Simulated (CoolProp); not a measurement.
Vapour-liquid equilibrium of n-pentane (1) + acetone (2) at 0.491 bar; x and y are mole fractions of (1).

Computed with CoolProp (multi-fluid Helmholtz-energy mixture model, Thol 2019 and Lemmon 2006; pair parameters Bell 2016).

Question: Give the bubble temperature and the first vapour's composition at x = 0.15, 0.85, 0.95. Is there an azeotrope?

Answer: x = 0.15: 19.1 °C, y = 0.567; x = 0.85: 13.6 °C, y = 0.794; x = 0.95: 14.8 °C, y = 0.899. y crosses x between x = 0.65 and 0.75: the model has an azeotrope there.

The pair parameters rest on a limited set of measurements; away from them the model extrapolates. With so large a gap from Raoult's law the liquid may split in two, which this calculation doesn't test in full.
